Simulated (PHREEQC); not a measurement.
1 kg of water holding 0.25 mol/kgw Na2CO3, 0.0039 mol/kgw Na2SO4, 0.0063 mol/kgw NaHCO3 and 0.0087 mol/kgw KCl is evaporated at 25 °C; the solids stay in contact with the brine. CO2 is held at log p = -3.4 (atm). The run lets Arcanite, Burkeite, Glaserite, Halite, Kalicinite, Mirabilite, Misenite, Nahcolite, Natron, Sylvite, Thenardite, Trona precipitate or redissolve, and no other solid.

Equilibrium calculation in PHREEQC: Pitzer model, pitzer.dat.

### Question
Predict ionic strength at water left (kg) = 0.8212, 0.4558, 0.07709.

### Answer
```tsv
water left (kg)	ionic strength
0.8212	0.893
0.4558	1.63
0.07709	8.90
```
